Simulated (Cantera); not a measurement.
Cantera with NASA thermochemical tables; ideal gases at 1 bar, condensed phases pure. Values are per mole of reaction as written; species without (g) are pure solids or liquids, kept so even where they would boil at 1 bar.

I2 + Mg = MgI2, with ΔH° = -367.0 kJ and ΔS° = -19.0 J/K at 300 K.

**Question.** How far is the shortcut ΔG° ≈ ΔH°(300 K) − T·ΔS°(300 K) from the full temperature-dependent value at 398, 448, 498, 548, 598 K?

**Answer.** 
```
T (K)  shortcut (kJ)  full (kJ)  difference (kJ)  difference in log10 K       condensed phases
-----  -------------  ---------  ---------------  ---------------------  ---------------------
398           -359.4     -358.9             -0.5                   0.07  I2(l), Mg(s), MgI2(s)
448           -358.4     -355.7             -2.8                   0.32  I2(l), Mg(s), MgI2(s)
498           -357.5     -352.4             -5.1                   0.54  I2(l), Mg(s), MgI2(s)
548           -356.5     -348.9             -7.7                   0.73  I2(l), Mg(s), MgI2(s)
598           -355.6     -345.3            -10.3                   0.90  I2(l), Mg(s), MgI2(s)
```
The shortcut ignores heat capacities and the phase changes listed.
